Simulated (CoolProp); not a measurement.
Saturation properties of neopentane.

Values from CoolProp's reference Helmholtz-energy equation of state, Lemmon 2006. It is a short technical equation, of lower accuracy than the large ones.

```tsv
T (K)	p (kPa)	liquid density (kg/m³)	vapour density (kg/m³)	enthalpy of vaporisation (kJ/kg)	surface tension (mN/m)
331.8	445.3	544.5	13.32	272.9	7.74
338	519.1	536.5	15.49	266.5	7.18
344.2	601.4	528.2	17.94	259.8	6.62
350.4	693.1	519.6	20.71	252.7	6.07
356.7	796.3	510.4	23.89	245.1	5.52
362.9	908.5	501.0	27.43	237.3	4.98
369.1	1032	491.2	31.43	228.9	4.46
375.3	1167	480.8	35.98	220.0	3.95
381.5	1315	469.8	41.16	210.4	3.45
387.7	1476	458.0	47.10	200.1	2.96
393.9	1651	445.3	53.98	188.8	2.48
400.1	1841	431.5	62.04	176.4	2.02
406.3	2047	416.2	71.66	162.6	1.58
```

It boils at 282.7 K under 1 atm.

Surface tension comes from a separate correlation (Mulero 2014).
